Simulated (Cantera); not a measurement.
Mixture: 12.7 % C2H4, 19.0 % O2, 53.2 % N2, 15.2 % H2O, equivalence ratio 2.0, at 1700000 Pa, adiabatic and at constant pressure. Ignition delay is the time to a rise of 400 K.

Cantera simulation using GRI-Mech 3.0 (53 species, 325 reactions); the numbers are that mechanism's predictions, not measurements. GRI-Mech 3.0 was tuned for natural gas; its chemistry of ethylene as a main component is partial and can be far from experiment. The pressure lies above the range GRI-Mech 3.0 was tuned for (to about 10 atm).

**Question.** Predict: delay at 1125 K; delay at 1200 K; delay at 1275 K; delay at 1350 K; delay at 1425 K; delay at 1500 K; apparent activation energy between 1350 and 1500 K.

**Answer.** 
```json
{
  "delay at 1125 K": "1.21 ms",
  "delay at 1200 K": "0.379 ms",
  "delay at 1275 K": "0.108 ms",
  "delay at 1350 K": "31.7 µs",
  "delay at 1425 K": "10.2 µs",
  "delay at 1500 K": "3.92 µs",
  "apparent activation energy between 1350 and 1500 K": "230 kJ/mol"
}
```
